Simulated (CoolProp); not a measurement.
Vapour-liquid equilibrium of toluene (1) + n-decane (2) at 501.5 K; x and y are mole fractions of (1).

Values from CoolProp's multi-fluid Helmholtz-energy mixture model, Lemmon 2006 and Lemmon 2006; pair parameters Bell 2016.

Problem. Give the bubble pressure and the first vapour's composition at x = 0.05, 0.125, 0.2. Is there an azeotrope?

Solution. x = 0.05: 3.746 bar, y = 0.129; x = 0.125: 4.335 bar, y = 0.289; x = 0.2: 4.955 bar, y = 0.418. No azeotrope shows between x = 0.05 and 0.95.

Pair parameters are fitted to limited data, so mixtures are less certain than the pure fluids.
